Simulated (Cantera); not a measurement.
A perfectly stirred reactor is fed with 50.3 % CH4, 27.6 % CO2, 22.1 % H2, at 0.133 bar; it is held at 1450 K, and followed from long to short residence time.

Cantera simulation using GRI-Mech 3.0 (53 species, 325 reactions); the numbers are that mechanism's predictions, not measurements. GRI-Mech 3.0 stops at C3 and has no aromatics, soot or wall deposition, so with more carbon than oxygen in the feed, carbon stays in small species such as C2H2 where larger ones or solid carbon would form.

x: mole fraction; the columns are a selection and need not sum to one.

| τ (s) | x CH4 | x CO2 | x H2 | x H | x OH | x C2H2 |
|---|---|---|---|---|---|---|
| 0.88 | 0.439 | 0.241 | 0.250 | 5.10e-6 | … | 0.0187 |
| 0.33 | 0.477 | 0.263 | 0.233 | 4.63e-6 | … | 0.00641 |
| 0.12 | 0.493 | 0.272 | 0.225 | 4.28e-6 | … | 0.00151 |
| 0.047 | 0.499 | 0.275 | 0.222 | 3.88e-6 | … | 0.000259 |
| 0.018 | 0.501 | 0.276 | 0.221 | 3.20e-6 | … | 2.48e-5 |
| 0.0066 | 0.502 | 0.276 | 0.221 | 2.26e-6 | … | 1.18e-6 |
| 0.0025 | 0.502 | 0.276 | 0.221 | 1.36e-6 | … | 3.94e-8 |
| 0.00094 | 0.502 | 0.276 | 0.221 | 6.40e-7 | … | 8.33e-10 |
| 0.00035 | 0.502 | 0.276 | 0.221 | 2.60e-7 | 5.15e-10 | 1.41e-11 |
| 0.00013 | 0.503 | 0.276 | 0.221 | 1.06e-7 | 2.10e-10 | <1e-12 |

Problem. What belongs in the gaps?

Solution. 
- 0.88, x OH: 2.07e-8
- 0.33, x OH: 1.31e-8
- 0.12, x OH: 9.80e-9
- 0.047, x OH: 8.12e-9
- 0.018, x OH: 6.47e-9
- 0.0066, x OH: 4.51e-9
- 0.0025, x OH: 2.69e-9
- 0.00094, x OH: 1.27e-9
